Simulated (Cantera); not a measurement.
A Cantera script and what it prints.

```python
import numpy as np
import cantera as ct

gas_names = """
    C CN C2 CCN CNC C2N2 C3 C4 C4N2 C5 N N2 Si SiC SiC2 SiN Si2 Si2C Si2N Si3
""".split()
cond_names = """
    C(gr) Si(cr) Si(L) SiC(b) Si3N4(a)
""".split()


# ... load() reads the species with a 1 bar reference pressure and builds the phases ...
atoms = {
    'SiC': {'Si': 1, 'C': 1},
    'N2': {'N': 2},
}
top_T = {'C(gr)': 4500, 'SiC(b)': 3050, 'Si3N4(a)': 2400}  # K; cautious upper limits of use, not melting points


# ... equilibrate(T, P, feed) seeds the gas with the atoms and calls Mixture.equilibrate('TP', solver="vcs", rtol=1e-11, max_steps=5000) ...
results = []
feed = {'SiC': 1, 'N2': 0.042}  # mol
T = 2773  # K
P = 3.7  # Pa
mix = equilibrate(T, P, feed)
results.append((T, P, feed, dict(zip(mix.species_names, mix.species_moles))))
print(gas.report(threshold=1e-06))
for i in range(1, mix.n_phases):
    print(f"{mix.phase(i).name:16s} {mix.phase_moles(i):12.5e} mol")
```

Output:

```
       temperature   2773 K
          pressure   3.7 Pa
           density   4.8911e-06 kg/m^3
  mean mol. weight   30.478 kg/kmol
   phase of matter   gas

                          1 kg             1 kmol
                     ---------------   ---------------
          enthalpy        2.0049e+07        6.1105e+08  J
   internal energy        1.9292e+07        5.8799e+08  J
           entropy             11380        3.4683e+05  J/K
    Gibbs function       -1.1507e+07       -3.5072e+08  J
 heat capacity c_p            1070.6             32629  J/K
 heat capacity c_v            797.76             24314  J/K

                      mass frac. Y      mole frac. X     chem. pot. / RT
                     ---------------   ---------------   ---------------
                 C          0.030743          0.078012           -4.0353
                CN          0.010375          0.012153            -25.03
                C2          0.016272          0.020646           -8.0705
               CNC         9.717e-06        7.7876e-06           -29.065
              C2N2        5.0249e-06        2.9431e-06            -50.06
                C3           0.14834           0.12547           -12.106
                C4        0.00019621        0.00012447           -16.141
                C5        0.00074913        0.00038019           -20.176
                 N         3.409e-05        7.4176e-05           -20.995
                N2          0.022863          0.024874            -41.99
                Si           0.57476           0.62373             -14.8
               SiC        0.00077014         0.0005854           -18.836
              SiC2            0.1944           0.11371           -22.871
               SiN        5.7506e-05        4.1639e-05           -35.795
               Si2        3.3993e-05        1.8445e-05           -29.601
              Si2C        0.00039917        0.00017843           -33.636
     [   +4 minor]        1.6735e-07        1.0253e-07

C(gr)             0.00000e+00 mol
Si(L)             0.00000e+00 mol
SiC(b)            0.00000e+00 mol
```

Method: chemical equilibrium by Gibbs-energy minimisation in Cantera with the NASA 1993 tables (ideal gas, pure condensed phases). The tables' values for SiN are old estimates; treat these amounts as uncertain.
